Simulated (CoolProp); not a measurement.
Sulfur hexafluoride at 314.4 K and 1.39 MPa is compressed adiabatically to 8.02 MPa with isentropic efficiency 0.85. Each further row changes one setting.

Model: reference Helmholtz-energy equation of state, Guder 2009, in CoolProp.

```json
[
 {"case": "as stated", "work (kJ/kg)": "29.9", "final temperature (K)": "392.0", "final density (kg/m³)": "556"},
 {"case": "efficiency 1", "work (kJ/kg)": "25.4", "final temperature (K)": "388.2", "final density (kg/m³)": "578"},
 {"case": "efficiency 0.65", "work (kJ/kg)": "39.1", "final temperature (K)": "400.1", "final density (kg/m³)": "517"}
]
```
